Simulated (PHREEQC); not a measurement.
Make-up at 25 °C: 21 mmol/kgw HF, 0.43 mmol/kgw NH4HF2 and 24 mmol/kgw H2SO4. Closed to the air; pH follows from the charge balance.

Computed with PHREEQC (ion-association model, phreeqc.dat).

No solid was allowed to form.

Question: Predict the pH.

Answer: pH 1.54.

Question: In which forms is S present?

Answer: HSO4- 62 %, SO4-2 38 % of the S.

Species that the database lacks are ignored.
